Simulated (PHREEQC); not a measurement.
Make-up at 84 °C: 0.09 mol CdSO4, 0.012 mol KCl and 0.21 mol FeSO4 per kg of water. Closed to the air; pH follows from the charge balance.

All values are PHREEQC results (ion-association model, wateq4f.dat), not measurements.

```tsv
quantity	before	after
pH	5.29	5.32
SO4-2 (mol/kgw)	0.0927	0.0631
Fe+2 (mol/kgw)	0.0867	0.0454
Cd+2 (mol/kgw)	0.0261	0.0314
SI of Melanterite (FeSO4:7H2O)	-1.80	-2.13
SI of CdOHCl (CdOHCl)	-1.89	-1.79
```

**Question.** Which change was made?
(A) temperature from 84 to 65 °C
(B) temperature from 84 to 75 °C
(C) KCl from 0.012 to 0.006 mol/kgw
(D) FeSO4 from 0.21 to 0.105 mol/kgw
(E) temperature from 84 to 30 °C

**Answer.** D, FeSO4 from 0.21 to 0.105 mol/kgw

Precipitation was switched off in this run. At this temperature some constants are extrapolated from 25 °C, and those without enthalpy data are left unchanged.
